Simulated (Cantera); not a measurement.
Input (Python, Cantera) and output of one run.

```python
import numpy as np
import cantera as ct

gas_names = """
    C CN CO CO2 C2 CCN CNC C2N2 C2O C3 C3O2 C4 C4N2 C5 Cu CuO Cu2 N NCO NO NO2 NO3 N2 N2O O O2 O3
""".split()
cond_names = """
    C(gr) Cu(cr) Cu(L) CuO(s) Cu2O(s) Cu2O(L)
""".split()


# ... load() reads the species with a 1 bar reference pressure and builds the phases ...
atoms = {
    'Cu2O': {'Cu': 2, 'O': 1},
    'CO': {'C': 1, 'O': 1},
    'N2': {'N': 2},
}
top_T = {'C(gr)': 4500, 'CuO(s)': 1390}  # K; cautious upper limits of use, not melting points


# ... equilibrate(T, P, feed) seeds the gas with the atoms and calls Mixture.equilibrate('TP', solver="vcs", rtol=1e-11, max_steps=5000) ...
results = []
feed = {'Cu2O': 1, 'CO': 1.3, 'N2': 6.5}  # mol
P = 133.322  # Pa
for T in [875, 1075, 1275, 1475, 1675, 1875, 2075, 2275, 2475]:
    mix = equilibrate(T, P, feed)
    results.append((T, P, feed, dict(zip(mix.species_names, mix.species_moles))))
    x = sorted(zip(gas.X, gas.species_names), reverse=True)
    print(f"T = {T:g} K  P = {P:g} Pa  gas = {mix.phase_moles(0):.4g} mol")
    print("   x: " + "  ".join(f"{s} {v:.3e}" for v, s in x if v > 0.0001))
    print("   condensed (mol): " + ("  ".join(f"{mix.phase(i).name} {mix.phase_moles(i):.4g}"
          for i in range(1, mix.n_phases) if mix.phase_moles(i) > 1e-12) or "none"))
```

It prints:

```
T = 875 K  P = 133.322 Pa  gas = 7.8 mol
   x: N2 8.333e-01  CO2 1.282e-01  CO 3.846e-02
   condensed (mol): Cu(cr) 2
T = 1075 K  P = 133.322 Pa  gas = 7.8 mol
   x: N2 8.333e-01  CO2 1.282e-01  CO 3.846e-02
   condensed (mol): Cu(cr) 2
T = 1275 K  P = 133.322 Pa  gas = 7.801 mol
   x: N2 8.333e-01  CO2 1.282e-01  CO 3.846e-02
   condensed (mol): Cu(cr) 1.999
T = 1475 K  P = 133.322 Pa  gas = 7.831 mol
   x: N2 8.300e-01  CO2 1.277e-01  CO 3.831e-02  Cu 4.019e-03
   condensed (mol): Cu(L) 1.969
T = 1675 K  P = 133.322 Pa  gas = 8.532 mol
   x: N2 7.619e-01  CO2 1.171e-01  Cu 8.563e-02  CO 3.524e-02
   condensed (mol): Cu(L) 1.268
T = 1875 K  P = 133.322 Pa  gas = 9.815 mol
   x: N2 6.621e-01  Cu 2.035e-01  CO2 9.882e-02  CO 3.363e-02  O2 1.217e-03  NO 3.703e-04  O 2.298e-04  Cu2 1.160e-04
   condensed (mol): none
T = 2075 K  P = 133.322 Pa  gas = 9.93 mol
   x: N2 6.537e-01  Cu 2.013e-01  CO2 7.742e-02  CO 5.350e-02  O2 9.187e-03  O 3.060e-03  NO 1.780e-03
   condensed (mol): none
T = 2275 K  P = 133.322 Pa  gas = 10.16 mol
   x: N2 6.375e-01  Cu 1.967e-01  CO 8.554e-02  CO2 4.236e-02  O2 1.810e-02  O 1.580e-02  NO 3.932e-03
   condensed (mol): none
T = 2475 K  P = 133.322 Pa  gas = 10.45 mol
   x: N2 6.195e-01  Cu 1.914e-01  CO 1.090e-01  O 4.375e-02  O2 1.559e-02  CO2 1.541e-02  NO 5.313e-03
   condensed (mol): none
```

Method: chemical equilibrium by Gibbs-energy minimisation in Cantera with the NASA 1993 tables (ideal gas, pure condensed phases).
